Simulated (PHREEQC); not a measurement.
A column of 0.5 m (30 cells, dispersivity 0.018 m, 300 s a shift, diffusion coefficient 3e-10 m²/s) holds 0.0012 eq of the database's cation exchanger X per kg of pore water, first in equilibrium with 0.044 mol/kgw LiCl, 0.026 mol/kgw MgSO4 and 1e-05 mol/kgw HCl. It is flushed with 0.00045 mol/kgw CuCl2 and 1e-05 mol/kgw HCl, at 25 °C. Values are for the last cell. No CO2 enters from the air. No solid was allowed to form.

Base run: PHREEQC, ion-association model, phreeqc.dat. Each further column changes one thing. The table gives Cu in solution (mol/kgw).

```
pore volumes      base  exchange capacity from 0.0012 to 0.0006 eq/kgw  dispersivity from 0.018 to 0.036 m
------------  --------  ----------------------------------------------  ----------------------------------
0                    0                                               0                                   0
0.35           5.39e-9                                         6.85e-9                             8.16e-7
0.85           9.79e-5                                        0.000117                          (withheld)
1.35          0.000142                                      (withheld)                            0.000226
1.683          9.58e-5                                        0.000200                            0.000196
2.017         0.000111                                      (withheld)                            0.000171
2.517         0.000218                                        0.000368                            0.000198
3.017         0.000329                                      (withheld)                          (withheld)
3.35          0.000379                                        0.000442                          (withheld)
3.683         0.000411                                        0.000447                            0.000361
4.183         0.000435                                        0.000449                            0.000401
4.683         0.000445                                        0.000450                            0.000425
5.017         0.000447                                        0.000450                            0.000434
```

Some entries are withheld; supply them.


- 0.85, dispersivity from 0.018 to 0.036 m: 0.000141
- 1.35, exchange capacity from 0.0012 to 0.0006 eq/kgw: 0.000228
- 2.017, exchange capacity from 0.0012 to 0.0006 eq/kgw: 0.000244
- 3.017, exchange capacity from 0.0012 to 0.0006 eq/kgw: 0.000428
- 3.017, dispersivity from 0.018 to 0.036 m: 0.000272
- 3.35, dispersivity from 0.018 to 0.036 m: 0.000321
